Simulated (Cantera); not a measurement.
# Adiabatic ignition

An adiabatic, constant-pressure homogeneous reactor starts with 15.1 % CH4, 2.26 % H2, 17.3 % O2, 65.3 % N2, equivalence ratio 1.8, at 1225 K and 1.00 bar.

Computed with Cantera and GRI-Mech 3.0 (53 species, 325 reactions).

```csv
t (s),T (K),x CH4,x H2,x O2,x HCN,x NO2
2.00e-6,1225,0.151,0.0226,0.173,<1e-12,<1e-12
5.03e-6,1225,0.151,0.0226,0.173,<1e-12,<1e-12
1.26e-5,1225,0.151,0.0226,0.173,<1e-12,<1e-12
3.17e-5,1225,0.151,0.0226,0.173,<1e-12,<1e-12
7.97e-5,1225,0.151,0.0226,0.173,<1e-12,<1e-12
0.000200,1225,0.151,0.0226,0.173,<1e-12,<1e-12
0.000503,1225,0.151,0.0226,0.173,<1e-12,<1e-12
0.00126,1226,0.151,0.0226,0.173,<1e-12,<1e-12
0.00318,1230,0.150,0.0224,0.173,<1e-12,<1e-12
0.00799,1252,0.146,0.0223,0.170,<1e-12,<1e-12
0.0201,2414,7.92e-12,0.132,1.95e-5,6.54e-8,1.77e-9
0.0504,2414,7.89e-12,0.132,1.96e-5,5.82e-8,1.56e-9
0.127,2414,7.89e-12,0.132,1.96e-5,5.71e-8,1.53e-9
0.318,2414,7.89e-12,0.132,1.96e-5,5.71e-8,1.53e-9
0.800,2414,7.89e-12,0.132,1.96e-5,5.71e-8,1.53e-9
```
x: mole fraction; the columns are a selection and need not sum to one.

```
Quantity                                                              Result
---------------------------------  -----------------------------------------
time of steepest temperature rise                                    12.5 ms
temperature at 0.800 s                                                2414 K
equilibrium temperature                                               2414 K
x(CH4) at 0.800 s                  7.89e-12 (gas-phase equilibrium 8.92e-12)
x(H2) at 0.800 s                         0.132 (gas-phase equilibrium 0.132)
x(O2) at 0.800 s                     1.96e-5 (gas-phase equilibrium 1.96e-5)
```
